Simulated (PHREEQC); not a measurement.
Dissolve 14 mmol/kgw HF, 0.57 mmol/kgw NaCl and 9.9 mmol/kgw CuCl2 at 67 °C. Closed to the air; pH follows from the charge balance.

All values are PHREEQC results (ion-association model, wateq4f.dat), not measurements.

This is a speciation only: nothing precipitates in the calculation.

Question: Order these Cl species by the share of Cl that they hold, largest first: Cl-, CuCl2, CuCl+.

Answer: Cl- (93 %), CuCl+ (6.6 %), CuCl2 (0.14 %)

The pH is 2.69 and the ionic strength 0.0294 mol/kgw. Away from 25 °C the constants follow the database's enthalpies or fits; those with neither stay at their 25 °C values.
